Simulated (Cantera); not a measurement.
Formation from one mole of O₂

Source: NASA polynomial tables (part measured, part estimated), evaluated in Cantera. Values are per mole of reaction as written; species without (g) are pure solids or liquids, kept so even where they would boil at 1 bar.

2 B + O₂(g) ⇌ B₂O₂(g)

```csv
T (K),ΔH° (kJ),ΔS° (J/K),ΔG° (kJ),log10 K
1050,-458.7,23.0,-482.9,24.02
1100,-459.0,22.7,-484.0,22.98
1150,-459.4,22.4,-485.1,22.03
1200,-459.8,22.0,-486.2,21.17
1250,-460.2,21.7,-487.3,20.36
1300,-460.6,21.4,-488.4,19.62
```

2 Si + O₂(g) ⇌ 2 SiO(g)

```tsv
T (K)	ΔH° (kJ)	ΔS° (J/K)	ΔG° (kJ)	log10 K
1050	-211.7	163.1	-382.9	19.05
1100	-212.5	162.3	-391.0	18.57
1150	-213.4	161.5	-399.1	18.13
1200	-214.3	160.8	-407.2	17.72
1250	-215.2	160.0	-415.2	17.35
1300	-216.1	159.3	-423.2	17.00
```

4 Li + O₂(g) ⇌ 2 Li₂O

```tsv
T (K)	ΔH° (kJ)	ΔS° (J/K)	ΔG° (kJ)	log10 K
1050	-1206.9	-275.3	-917.9	45.66
1100	-1205.6	-274.0	-904.2	42.93
1150	-1204.2	-272.8	-890.5	40.45
1200	-1202.7	-271.5	-876.9	38.17
1250	-1201.0	-270.1	-863.4	36.08
1300	-1199.3	-268.8	-849.9	34.15
```

2 Pb + O₂(g) ⇌ 2 PbO(g)

```
T (K)  ΔH° (kJ)  ΔS° (J/K)  ΔG° (kJ)  log10 K
-----  --------  ---------  --------  -------
1050      116.3      105.2       5.8    -0.29
1100      115.4      104.4       0.6    -0.03
1150      114.4      103.5      -4.6     0.21
1200      113.5      102.7      -9.8     0.43
1250      112.5      101.9     -14.9     0.62
1300      111.6      101.2     -20.0     0.80
```
